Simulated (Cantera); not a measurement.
A perfectly stirred reactor is fed with NH₃ : N₂ : H₂ = 1 : 0.25 : 0.0063 (molar parts), at 46.5 Torr; it is held at 1823 K, and followed from long to short residence time.

Model: the gas-phase N/H chemistry of the illustrative SiF4/NH3 mechanism in the Surface Chemkin manual (1991), integrated in Cantera. Walls and surfaces, which speed up NH3 decomposition in real reactors, are not modelled.

Question: Predict: x(NH₃) at τ = 16.0 s; x(NH) at τ = 16.0 s; x(N₂H₂) at τ = 16.0 s; x(N) at τ = 16.0 s; x(H) at τ = 16.0 s; x(NH₃) at τ = 0.280 s; x(NH) at τ = 0.280 s; x(N₂H₂) at τ = 0.280 s; x(N) at τ = 0.280 s; x(H) at τ = 0.280 s.

Answer: 
```json
{
  "x(NH₃) at τ = 16.0 s": "0.106",
  "x(NH) at τ = 16.0 s": "2.72e-6",
  "x(N₂H₂) at τ = 16.0 s": "2.51e-7",
  "x(N) at τ = 16.0 s": "2.32e-7",
  "x(H) at τ = 16.0 s": "0.000266",
  "x(NH₃) at τ = 0.280 s": "0.699",
  "x(NH) at τ = 0.280 s": "4.12e-6",
  "x(N₂H₂) at τ = 0.280 s": "3.25e-6",
  "x(N) at τ = 0.280 s": "1.16e-7",
  "x(H) at τ = 0.280 s": "2.24e-5"
}
```
